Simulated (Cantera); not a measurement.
An adiabatic, constant-volume homogeneous reactor starts with 18.1 % CO, 5.60 % H2, 10.7 % O2, 65.6 % N2, equivalence ratio 1.1, at 1123 K and 10.0 bar.

Cantera simulation using GRI-Mech 3.0 (53 species, 325 reactions); the numbers are that mechanism's predictions, not measurements. The hydrogen kinetics of GRI-Mech 3.0 are dated; newer H2 mechanisms differ, most at raised pressure.

Problem. Predict: time of steepest temperature rise; temperature at 0.200 s; equilibrium temperature; x(CO) at 0.200 s; x(H2) at 0.200 s; x(O2) at 0.200 s; x(N2O) at 0.200 s; x(H2O) at 0.200 s.

Solution. 
```json
{
 "time_of_steepest_temperature_rise": "0.217 ms",
 "temperature at 0.200 s": "2805 K",
 "equilibrium_temperature": "2805 K",
 "x(CO) at 0.200 s": "0.0505 (gas-phase equilibrium 0.0505)",
 "x(H2) at 0.200 s": "0.00272 (gas-phase equilibrium 0.00272)",
 "x(O2) at 0.200 s": "0.00926 (gas-phase equilibrium 0.00926)",
 "x(N2O) at 0.200 s": "1.90e-6 (gas-phase equilibrium 1.90e-6)",
 "x(H2O) at 0.200 s": "0.0558 (gas-phase equilibrium 0.0558)"
}
```
